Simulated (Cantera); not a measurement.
## Ignition delay

Mixture: CO : H2 : O2 : N2 = 1 : 0.62 : 0.736 : 2.77 (molar parts), at 760 Torr, adiabatic and at constant volume. Ignition delay is the time to a rise of 400 K.

Detailed kinetics in Cantera: GRI-Mech 3.0 (53 species, 325 reactions). Where the delays flatten at high temperature, the 400 K rule measures the pace of heat release, not the induction time.

```tsv
T0 (K)	delay (ms)
1275	0.0420
1350	0.0328
1425	0.0272
1500	0.0238
1575	0.0218
1650	0.0208
1725	0.0207
```
